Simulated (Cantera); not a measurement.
Charge: 1 mol Mg(OH)2, 0.28 mol H2, 0.01 mol H2O, at 1175 °C and 18.0 Pa.

Equilibrium computed with Cantera from the NASA thermochemical tables; the gas is ideal and each condensed phase is pure. Candidate condensed phases: H2O, Mg, MgO, Mg(OH)2; 15 gas species. Rates play no part.

Base state: H2O 0.783, H2 0.217, H 0.000321, OH 2.76e-5 (mole fractions); condensed: MgO(s).

Q: What changes in the equilibrium state with this change: Mg(OH)2 replaced by CsOH?

A: 
```csv
species,before,after
H2O,0.783,0.331
Cs,0,0.325
CsOH,0,0.324
H2,0.217,0.0194
H,0.000321,9.58e-5
OH,2.76e-5,3.90e-5
"MgO(s), mol",1.000,0
```
Further candidate phases: Cs, CsOH.
